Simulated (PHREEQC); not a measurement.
Consider water at 25 °C with 1.3 mol/kgw H2SO4 and 0.52 mol/kgw KCl. Closed to the air; pH follows from the charge balance.

Computed with PHREEQC (Pitzer model, pitzer.dat).

```json
[
 {"quantity": "pH", "before": "-0.34", "after": "6.98"},
 {"quantity": "ionic strength (mol/kgw)", "before": "2.32", "after": "0.520"}
]
```

Which change was made?
A. KCl left out
B. temperature from 25 to 85 °C
C. 0.03 mol/kgw CO2 added
D. diluted 10-fold with water
E. H2SO4 left out

E, H2SO4 left out

No solid was allowed to form. In brines, pH and single-ion activities rest on the MacInnes convention.
